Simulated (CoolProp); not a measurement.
Properties of R22 along the isobar 1370 kPa (Tc = 96.1 °C, pc = 4990 kPa, ω = 0.221).

Values from CoolProp's reference Helmholtz-energy equation of state, Kamei 1995.

| T (°C) | phase | Z | cv (kJ/(kg K)) | speed of sound (m/s) | isothermal compressibility (1/MPa) | conductivity (mW/(m K)) | fugacity coefficient |
|---|---|---|---|---|---|---|---|
| 45.45 | gas | 0.8157 | 0.6500 | 164.0 | 0.9326 | 13.7 | 0.8451 |
| 63.55 | gas | 0.8540 | 0.6483 | 173.6 | 0.8735 | 14.8 | 0.8721 |
| 81.75 | gas | 0.8816 | 0.6550 | 181.8 | 0.8385 | 16.0 | 0.8932 |
| 99.85 | gas | 0.9022 | 0.6655 | 189.0 | 0.8153 | 17.3 | 0.9100 |
| 117.95 | gas | 0.9182 | 0.6780 | 195.6 | 0.7988 | 18.7 | 0.9236 |
| 136.15 | gas | 0.9311 | 0.6916 | 201.7 | 0.7864 | 20.1 | 0.9348 |
| 154.25 | gas | 0.9414 | 0.7057 | 207.4 | 0.7769 | 21.5 | 0.9441 |
| 172.45 | gas | 0.9500 | 0.7199 | 212.9 | 0.7694 | 23.1 | 0.9519 |
| 190.55 | gas | 0.9572 | 0.7340 | 218.1 | 0.7633 | 24.6 | 0.9585 |
| 208.75 | gas | 0.9632 | 0.7478 | 223.1 | 0.7582 | 26.2 | 0.9641 |
| 226.85 | gas | 0.9683 | 0.7613 | 227.9 | 0.7541 | 27.8 | 0.9689 |

Thermal conductivity comes from a separate model (McLinden 2000), an estimate that may be off by 10 % or more.
